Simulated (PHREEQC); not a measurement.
PHREEQC input (ion-association model, wateq4f.dat):

```
SOLUTION_MASTER_SPECIES
  An  An-  0  An  62.0  # stands for a non-complexing anion
SOLUTION_SPECIES
  An- = An-
    -log_k 0
    -gamma 3.0 0
PHASES
  Fix_H+
    H+ = H+
    -log_k 0
SOLUTION 1
  temp 25
  units mmol/kgw
  pH 7 charge
  F 0.33
  Na 100.33
  An 100
END
SELECTED_OUTPUT 1
  -reset false
  -pH true
  -pe true
  -ionic_strength true
  -water true
  -totals F Na
  -molalities Hfo_wOH Hfo_wOH2+ Hfo_wO- Hfo_sOH Hfo_sOH2+ Hfo_sO- Hfo_wF Hfo_wOHF-
USER_PUNCH 1
  -headings sigma psi
  10 PUNCH EDL("sigma", "Hfo"), EDL("psi", "Hfo")
PRINT
  -reset false
USE solution 1
SURFACE 1
  Hfo_wOH 0.000148315 600 0.066
  Hfo_sOH 3.70787e-06
EQUILIBRIUM_PHASES 1
  Fix_H+ -4 HAn 10
    -force_equality true
  O2(g) -0.68 10
END
# ... the last block is repeated for the other 12 points of pH, with NaOH or the acid as the point needs
```

Selected output (columns that matter, 13 of 13 rows; pH added in front):

```
pH	mu	F	Na	m_Hfo_wOH	m_Hfo_wOH2+	m_Hfo_wO-	m_Hfo_sOH	m_Hfo_sOH2+	m_Hfo_sO-	m_Hfo_wF	m_Hfo_wOHF-	sigma	psi
4	0.10049	0.00027381	0.10033	5.5837e-06	8.6533e-05	8.2541e-09	2.2474e-07	3.4828e-06	3.3222e-10	5.1101e-05	5.0896e-06	0.20692	0.12421
4.67	0.10038	0.00027995	0.10033	1.7349e-05	8.0832e-05	8.5303e-08	6.5463e-07	3.05e-06	3.2187e-09	3.7594e-05	1.2454e-05	0.17383	0.11545
5.33	0.10035	0.00029212	0.10033	3.9968e-05	6.9943e-05	5.2323e-07	1.3419e-06	2.3484e-06	1.7567e-08	2.0127e-05	1.7753e-05	0.13158	0.10157
6	0.10034	0.00030634	0.10033	6.9338e-05	5.3252e-05	2.0683e-06	2.0624e-06	1.5839e-06	6.1519e-08	7.8599e-06	1.5797e-05	0.089938	0.083093
6.67	0.10033	0.00031821	0.10033	9.4265e-05	3.6721e-05	5.5435e-06	2.56e-06	9.9727e-07	1.5055e-07	2.3751e-06	9.4108e-06	0.055102	0.060897
7.33	0.10032	0.00032539	0.10033	0.00010786	2.5312e-05	1.053e-05	2.7831e-06	6.531e-07	2.7169e-07	6.081e-07	3.9998e-06	0.027204	0.034875
8	0.10032	0.00032857	0.10033	0.00011268	1.8396e-05	1.581e-05	2.8444e-06	4.644e-07	3.991e-07	1.3714e-07	1.2965e-06	0.0033026	0.0045608
8.67	0.10033	0.00032959	0.10034	0.00011285	1.3583e-05	2.1477e-05	2.8289e-06	3.4052e-07	5.3841e-07	2.9456e-08	3.7773e-07	-0.020638	-0.027242
9.33	0.10036	0.00032988	0.10038	0.00010941	9.3044e-06	2.9476e-05	2.7376e-06	2.328e-07	7.3749e-07	6.2535e-09	1.1351e-07	-0.050658	-0.057358
10	0.10047	0.00032996	0.1005	0.00010006	5.3492e-06	4.2874e-05	2.502e-06	1.3376e-07	1.0721e-06	1.2227e-09	3.5302e-08	-0.093809	-0.085069
10.67	0.10096	0.00032999	0.10101	8.1863e-05	2.3972e-06	6.4043e-05	2.0467e-06	5.9935e-08	1.6012e-06	2.1377e-10	1.1268e-08	-0.154	-0.10924
11.33	0.10318	0.00033	0.10323	5.5111e-05	7.5263e-07	9.2448e-05	1.3778e-06	1.8816e-08	2.3112e-06	3.1402e-11	3.5488e-09	-0.22903	-0.12868
12	0.11365	0.00033	0.11372	2.5338e-05	1.1971e-07	0.00012286	6.3345e-07	2.9928e-09	3.0714e-06	3.0494e-12	9.9577e-10	-0.30655	-0.14105
```
